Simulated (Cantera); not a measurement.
Feed: 1 mol CsOH, 0.55 mol H2, held at 2050 K.

Cantera equilibrium calculation (NASA polynomials, part measured and part estimated; ideal gas, pure solids and liquids). Candidate condensed phases: Cs, CsOH, H2O; 15 gas species. Rates play no part.

log p: log10 of the partial pressure in bar; nothing condenses.

```json
[
 {"P (Pa)": "10", "log p CsOH": "-5.69", "log p Cs": "-4.37", "log p H2O": "-4.48", "log p H2": "-5.08", "log p H": "-5.18", "log p OH": "-5.55", "log p O2": "-5.57", "log p O": "-5.80"},
 {"P (Pa)": "52", "log p CsOH": "-4.52", "log p Cs": "-3.65", "log p H2O": "-3.70", "log p H2": "-4.43", "log p H": "-4.86", "log p OH": "-5.09", "log p O2": "-5.30", "log p O": "-5.66"},
 {"P (Pa)": "270", "log p CsOH": "-3.51", "log p Cs": "-2.97", "log p H2O": "-2.98", "log p H2": "-3.65", "log p H": "-4.47", "log p OH": "-4.76", "log p O2": "-5.43", "log p O": "-5.73"},
 {"P (Pa)": "1400", "log p CsOH": "-2.60", "log p Cs": "-2.31", "log p H2O": "-2.31", "log p H2": "-2.80", "log p H": "-4.04", "log p OH": "-4.52", "log p O2": "-5.79", "log p O": "-5.91"},
 {"P (Pa)": "7200", "log p CsOH": "-1.74", "log p Cs": "-1.67", "log p H2O": "-1.67", "log p H2": "-1.96", "log p H": "-3.62", "log p OH": "-4.30", "log p O2": "-6.18", "log p O": "-6.10"},
 {"P (Pa)": "37000", "log p CsOH": "___", "log p Cs": "___", "log p H2O": "___", "log p H2": "___", "log p H": "___", "log p OH": "___", "log p O2": "___", "log p O": "___"},
 {"P (Pa)": "190000", "log p CsOH": "___", "log p Cs": "___", "log p H2O": "___", "log p H2": "___", "log p H": "___", "log p OH": "___", "log p O2": "___", "log p O": "___"},
 {"P (Pa)": "1000000", "log p CsOH": "0.67", "log p Cs": "0.13", "log p H2O": "0.13", "log p H2": "0.42", "log p H": "-2.43", "log p OH": "-3.68", "log p O2": "-7.34", "log p O": "-6.68"}
]
```

Q: Some entries are withheld; supply them.

A: 
- 37000, log p CsOH: -0.91
- 37000, log p Cs: -1.05
- 37000, log p H2O: -1.05
- 37000, log p H2: -1.15
- 37000, log p H: -3.22
- 37000, log p OH: -4.09
- 37000, log p O2: -6.57
- 37000, log p O: -6.30
- 190000, log p CsOH: -0.12
- 190000, log p Cs: -0.46
- 190000, log p H2O: -0.46
- 190000, log p H2: -0.36
- 190000, log p H: -2.82
- 190000, log p OH: -3.88
- 190000, log p O2: -6.96
- 190000, log p O: -6.49
